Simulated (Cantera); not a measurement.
A freely propagating, adiabatic, planar premixed flame of 31.6 % H2, 14.4 % O2, 54.0 % N2, unburnt at 698 K and 60000 Pa; mixture-averaged transport, grid criteria slope 0.08 and curve 0.16, no radiation.

Model: the H2/O2 subset of GRI-Mech 3.0, which has no nitrogen chemistry, integrated in Cantera. Burning velocities carry a grid error of a few per cent, more on coarse grids.

Task: Predict: laminar burning velocity; thermal thickness; peak x(H2O2); peak x(O); peak x(H).

Result: 
| Property | Result |
|---|---|
| laminar burning velocity | 1020 cm/s |
| thermal thickness | 0.992 mm |
| peak x(H2O2) | 2.99e-6 |
| peak x(O) | 0.0150 |
| peak x(H) | 0.0835 |
